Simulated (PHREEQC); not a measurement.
Dissolve 1.8 mmol/kgw (NH4)2SiF6 at 25 °C. Closed to the air; pH follows from the charge balance.

Model: ion-association model, phreeqc.dat, run in PHREEQC.

Precipitation was switched off in this run.

### Question
Estimate the pH.

### Answer
pH 3.23.

### Question
In which forms is Si present?

### Answer
SiF6-2 73 %, H4SiO4 27 % of the Si.

The solution is supersaturated, for example in Quartz (slow to form), Chalcedony (slow to form), so a real one may precipitate; this is no full list. SiF6-2 is the database's only silicon fluoride.
